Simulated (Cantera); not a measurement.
Input: 1 mol SiC, 0.62 mol O2, a varied amount of H2, 1.9 mol CO2, equilibrated at 1173 K and 4.70 bar.

These are equilibrium values from Cantera (NASA tables, ideal gas, pure condensed phases), not measurements of a reactor. Candidate condensed phases: C, C6H6, C7H8, C8H18, H2O, Si, SiC, SiO2; 123 gas species. The tables hold silica as quartz up to 1696 K and as liquid above; real silica turns to tridymite and cristobalite and melts near 1996 K. Kinetics and transport are ignored.

Question: At 15 mol H2, list the 5 most abundant gas species with their mole fractions, and the condensed phases.

Answer: H2 0.794, CO 0.137, H2O 0.0342, CH4 0.0305, CO2 0.00463. Condensed: SiO2(β-quartz).
